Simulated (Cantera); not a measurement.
Input: 1 mol MgCO3, 0.21 mol H2S, 2.8 mol H2O, at 998.15 K and 101000 Pa.

Equilibrium computed with Cantera from the NASA thermochemical tables; the gas is ideal and each condensed phase is pure. Gases not in the tables: S3 to S7. Rates play no part.

```
species        before     after
-----------  --------  --------
CO2             0.246     0.722
H2S            0.0462     0.109
H2O             0.693    0.0979
COS          0.000358    0.0175
CO            0.00205    0.0301
S2            0.00158    0.0174
CS2           1.25e-7  0.000101
SO2           0.00239  0.000316
S2O           2.26e-5   4.99e-5
H2            0.00834   0.00590
MgO(s), mol      1.00      1.00
```
Gas species are given as mole fractions.

Q: What was changed between the two runs?
A) H2S from 0.21 to 0.12 mol
B) temperature from 998.15 K to 1298 K
C) H2O from 2.8 to 0.066 mol
D) temperature from 998.15 K to 1723.15 K

A: C, H2O from 2.8 to 0.066 mol
